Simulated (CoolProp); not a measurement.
Vapour-liquid equilibrium of ethylene (1) + isobutane (2) at -63.25 °C; x and y are mole fractions of (1).

Computed with CoolProp (multi-fluid Helmholtz-energy mixture model, Smukala 2000 and Bücker 2006; pair parameters Bell 2016).

Task: Give the bubble pressure and the first vapour's composition at x = 0.425, 0.65, 0.725. Is there an azeotrope?

Result: x = 0.425: 2.599 bar, y = 0.981; x = 0.65: 4.154 bar, y = 0.992; x = 0.725: 4.687 bar, y = 0.995. No azeotrope shows between x = 0.05 and 0.95.

Pair parameters are fitted to limited data, so mixtures are less certain than the pure fluids.
